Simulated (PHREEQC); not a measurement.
Make-up at 25 °C: 0.018 mol HF, 0.003 mol (CH3)4NF and 0.099 mol H2SiF6 per kg of water. Closed to the air; pH follows from the charge balance.

The numbers come from PHREEQC with the ion-association model, phreeqc.dat.

No solid was allowed to form.

**Question.** What pH, ionic strength, density does the model give?

**Answer.** pH 0.82; ionic strength 0.297 mol/kgw; density 1.007 g/cm³.

**Question.** In which forms is F present?

**Answer.** SiF6-2 97 %, HF 3.4 % of the F.

(CH3)4N+ isn't in the database: it is added as a free cation with an ion size of 4 Å. SiF6-2 is the database's only silicon fluoride.
